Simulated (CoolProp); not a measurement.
Vapour-liquid equilibrium of acetone (1) + water (2) at 0.241 MPa; x and y are mole fractions of (1).

Model: multi-fluid Helmholtz-energy mixture model, Lemmon 2006 and Wagner 2002; pair parameters Bell 2016, in CoolProp.

Give the bubble temperature and the first vapour's composition at x = 0.35, 0.65, 0.95. Is there an azeotrope?

x = 0.35: 363.8 K, y = 0.748; x = 0.65: 360.8 K, y = 0.808; x = 0.95: 357.5 K, y = 0.962. No azeotrope shows between x = 0.05 and 0.95.

The pair parameters rest on a limited set of measurements; away from them the model extrapolates. With so large a gap from Raoult's law the liquid may split in two, which this calculation doesn't test in full.
